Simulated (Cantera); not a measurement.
A Cantera script and what it prints.

```python
import numpy as np
import cantera as ct

gas_names = [...]  # 136 gases of nasa_gas.yaml made of C, H, N, O
cond_names = """
    C(gr) C6H6(L) C7H8(L) C8H18(L),n-octa H2O(s) H2O(L)
""".split()


# ... load() reads the species with a 1 bar reference pressure and builds the phases ...
atoms = {
    'acetone': {'C': 3, 'H': 6, 'O': 1},
    'H2': {'H': 2},
    'N2': {'N': 2},
}
top_T = {'C(gr)': 4500}  # K; cautious upper limits of use, not melting points


# ... equilibrate(T, P, feed) seeds the gas with the atoms and calls Mixture.equilibrate('TP', solver="vcs", rtol=1e-11, max_steps=5000) ...
results = []
feed = {'acetone': 1, 'H2': 14, 'N2': 4.5}  # mol
P = 9600  # Pa
for T in [1623, 1673, 1723, 1773, 1823, 1873, 1923, 1973, 2023]:
    mix = equilibrate(T, P, feed)
    results.append((T, P, feed, dict(zip(mix.species_names, mix.species_moles))))

top = {s: max(r[3][s] / sum(r[3][g] for g in gas_names) for r in results) for s in gas_names}
cols = sorted((s for s in top if top[s] > 1e-05), key=lambda s: -top[s])[:6]
seen = [c for c in cond_names if any(r[3].get(c, 0) > 1e-12 for r in results)]
print("log10 of partial pressures in bar; condensed amounts in mol")
print(f"{'T/K':>10s}" + "".join(f"{s[:9]:>10s}" for s in cols + seen))
for T, P, feed, n in results:
    ng = sum(n[g] for g in gas_names)
    print(f"{T:10.4g}" + "".join(f"{np.log10(max(n[s] / ng * P / 1e5, 1e-99)):10.3f}" for s in cols)
          + "".join(f"{n.get(c, 0):10.4g}" for c in seen))
```

Output:

```
log10 of partial pressures in bar; condensed amounts in mol
       T/K        H2        N2        CO       HCN         H C2H2,acet     C(gr)
      1623    -1.140    -1.718    -2.370    -4.057    -4.730    -5.598     1.976
      1673    -1.140    -1.718    -2.370    -3.930    -4.514    -5.384     1.968
      1723    -1.140    -1.719    -2.370    -3.812    -4.309    -5.184     1.958
      1773    -1.141    -1.719    -2.370    -3.700    -4.116    -4.994     1.946
      1823    -1.141    -1.720    -2.370    -3.594    -3.934    -4.816      1.93
      1873    -1.142    -1.721    -2.370    -3.495    -3.761    -4.647      1.91
      1923    -1.142    -1.722    -2.370    -3.400    -3.597    -4.488     1.886
      1973    -1.143    -1.723    -2.371    -3.311    -3.442    -4.337     1.857
      2023    -1.144    -1.725    -2.371    -3.227    -3.294    -4.193     1.822
```

Cantera equilibrium calculation (NASA polynomials, part measured and part estimated; ideal gas, pure solids and liquids). The feed counts by its element totals alone.
